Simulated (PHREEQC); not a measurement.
Acid rinse or clean (model solution)

A solution holds 5.4 mmol/kgw HCl, 2.3 mmol/kgw CaCl2 and 5.1 mmol/kgw MnSO4, at 25 °C. Closed to the air; pH follows from the charge balance.

Computed with PHREEQC (ion-association model, phreeqc.dat).

Each row changes one thing in this solution. No solid was allowed to form.

```tsv
case	pH	ionic strength (mol/kgw)	Mn+2 (mol/kgw)	SO4-2 (mol/kgw)	Ca+2 (mol/kgw)	HSO4- (mol/kgw)	SI of Gypsum (CaSO4:2H2O)	SI of Pyrochroite (Mn(OH)2)
as made	2.40	0.0266	0.00426	0.00321	0.00196	0.000802	-1.14	-13.03
0.0013 mol/kgw NaOH added	2.52	0.0268	0.00424	___	0.00195	0.000629	-1.13	-12.79
diluted 5-fold with water	3.02	0.00597	0.000940	0.000850	0.000426	6.14e-5	-2.14	-12.32
CaCl2 from 0.0023 to 0.0115 mol/kgw	___	0.0521	0.00438	0.00285	0.0104	0.000624	-0.62	-13.09
```

Question: Complete the blanks.

Answer: 
- 0.0013 mol/kgw NaOH added, SO4-2 (mol/kgw): 0.00334
- CaCl2 from 0.0023 to 0.0115 mol/kgw, pH: 2.39
